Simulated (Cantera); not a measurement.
Cantera run, input and output.

```python
import numpy as np
import cantera as ct

gas = ct.Solution("gri30.yaml")
gas.TPX = 1748, 11, {'C3H8': 1, 'H2': 1.4}
reactor = ct.IdealGasConstPressureReactor(gas, energy="off", clone=False)
net = ct.ReactorNet([reactor])
net.rtol, net.atol = 1e-08, 1e-18
show = ['C3H8', 'H2', 'C2H6', 'CH2', 'CH4', 'C2H']
times = np.geomspace(1e-05, 80, 14)

steps = ct.SolutionArray(gas, extra=["t"])
rows = []
print(f"{'t/s':>10s}{'T/K':>9s}{'P/Pa':>11s}" + "".join(f"{s:>11s}" for s in show))
for t in times:
    while net.time < t:
        t_next = net.step()
        steps.append(gas.state, t=t_next)
    rows.append([np.interp(t, steps.t, y) for y in (steps.T, steps.P, *steps(*show).X.T)])
    print(f"{t:10.3e}{rows[-1][0]:9.1f}{rows[-1][1]:11.4g}" + "".join(f"{x:11.3e}" for x in rows[-1][2:]))
rate = np.gradient(steps.T, steps.t)
print("integrator steps:", len(steps.t))
if steps.T.max() > steps.T[0] + 200:
    print(f"time of steepest temperature rise: {steps.t[rate.argmax()]:.4e} s")
gas.TPX = 1748, 11, {'C3H8': 1, 'H2': 1.4}
gas.equilibrate("TP")
print(f"equilibrium (TP): T = {gas.T:.1f} K  " + "  ".join(f"{s} {gas[s].X[0]:.3e}" for s in show))
```

Result:

```
       t/s      T/K       P/Pa       C3H8         H2       C2H6        CH2        CH4        C2H
 1.000e-05   1748.0         11  4.163e-01  5.832e-01  6.271e-08  6.704e-12  1.841e-07  1.170e-22
 3.396e-05   1748.0         11  4.154e-01  5.828e-01  7.199e-07  2.660e-10  2.119e-06  1.568e-19
 1.153e-04   1748.0         11  4.123e-01  5.815e-01  8.162e-06  1.077e-08  2.421e-05  1.671e-16
 3.918e-04   1748.0         11  4.013e-01  5.772e-01  8.861e-05  4.256e-07  2.728e-04  1.013e-13
 1.331e-03   1748.0         11  3.600e-01  5.625e-01  8.095e-04  1.330e-05  3.088e-03  3.917e-11
 4.519e-03   1748.0         11  2.200e-01  5.075e-01  4.037e-03  1.130e-04  3.307e-02  1.856e-08
 1.535e-02   1748.0         11  1.313e-02  4.333e-01  3.349e-03  1.696e-04  1.578e-01  5.720e-06
 5.213e-02   1748.0         11  7.910e-07  5.212e-01  3.391e-04  5.495e-05  1.850e-01  1.319e-05
 1.770e-01   1748.0         11  3.986e-08  5.760e-01  1.075e-04  1.873e-05  1.619e-01  7.569e-06
 6.013e-01   1748.0         11  6.975e-09  6.096e-01  4.064e-05  8.625e-06  1.340e-01  4.969e-06
 2.042e+00   1748.0         11  1.673e-09  6.399e-01  1.702e-05  5.196e-06  9.973e-02  4.098e-06
 6.935e+00   1748.0         11  3.137e-10  6.741e-01  5.699e-06  3.589e-06  5.777e-02  4.180e-06
 2.355e+01   1748.0         11  2.350e-11  7.037e-01  9.630e-07  2.540e-06  2.066e-02  5.367e-06
 8.000e+01   1748.0         11  2.392e-13  7.163e-01  3.531e-08  1.777e-06  2.818e-03  1.100e-05
integrator steps: 1385
equilibrium (TP): T = 1748.0 K  C3H8 7.632e-21  H2 7.063e-01  C2H6 9.580e-14  CH2 4.368e-08  CH4 2.942e-06  C2H 5.007e-05
```

Cantera simulation using GRI-Mech 3.0 (53 species, 325 reactions); the numbers are that mechanism's predictions, not measurements. GRI-Mech 3.0 was tuned for natural gas; its chemistry of propane as a main component is partial and can be far from experiment. GRI-Mech 3.0 stops at C3 and has no aromatics, soot or wall deposition, so with more carbon than oxygen in the feed, carbon stays in small species such as C2H2 where larger ones or solid carbon would form. Radical loss at walls, strong at low pressure, is not modelled.
